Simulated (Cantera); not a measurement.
An isothermal, constant-pressure homogeneous reactor starts with 0.208 % CH₃OH, 0.968 % O₂, 98.8 % N₂, at 1223 K and 1.01 bar.

Model: GRI-Mech 3.0 (53 species, 325 reactions), integrated in Cantera. GRI-Mech 3.0 was tuned for natural gas; its chemistry of methanol as a main component is partial and can be far from experiment.

x: mole fraction; the columns are a selection and need not sum to one.

| t (s) | x CH₃OH | x O₂ | x H₂ | x OH | x C₂H₂ | x CH₂ |
|---|---|---|---|---|---|---|
| 1.00e-6 | 0.00208 | 0.00968 | 1.67e-12 | 8.25e-11 | <1e-12 | 4.73e-11 |
| 4.30e-6 | 0.00208 | 0.00968 | 7.97e-11 | 3.24e-10 | <1e-12 | 8.83e-11 |
| 1.85e-5 | 0.00208 | 0.00968 | ___ | 8.02e-10 | <1e-12 | 9.25e-11 |
| 7.95e-5 | 0.00208 | 0.00968 | ___ | 1.06e-9 | <1e-12 | 9.25e-11 |
| 0.000342 | 0.00208 | 0.00968 | ___ | 1.10e-9 | <1e-12 | 9.25e-11 |
| 0.00147 | 0.00207 | 0.00968 | ___ | 1.41e-9 | <1e-12 | 9.25e-11 |
| 0.00632 | 0.00207 | 0.00968 | ___ | 5.60e-9 | <1e-12 | 9.22e-11 |
| 0.0272 | 1.98e-11 | 0.00737 | ___ | 0.000109 | <1e-12 | 5.94e-12 |
| 0.117 | <1e-12 | 0.00658 | ___ | 7.23e-6 | <1e-12 | <1e-12 |
| 0.503 | <1e-12 | 0.00656 | ___ | 1.79e-6 | <1e-12 | <1e-12 |
| 2.16 | <1e-12 | 0.00656 | ___ | 6.69e-7 | <1e-12 | <1e-12 |
| 9.30 | <1e-12 | 0.00656 | ___ | 3.86e-7 | <1e-12 | <1e-12 |
| 40.0 | <1e-12 | 0.00656 | ___ | 3.48e-7 | <1e-12 | <1e-12 |

Question: Fill in the missing entries.

Answer: 
- 1.85e-5, x H₂: 1.84e-9
- 7.95e-5, x H₂: 1.69e-8
- 0.000342, x H₂: 9.03e-8
- 0.00147, x H₂: 4.80e-7
- 0.00632, x H₂: 4.31e-6
- 0.0272, x H₂: 0.000220
- 0.117, x H₂: 7.22e-7
- 0.503, x H₂: 3.26e-8
- 2.16, x H₂: 3.64e-9
- 9.30, x H₂: 1.25e-9
- 40.0, x H₂: 1.04e-9
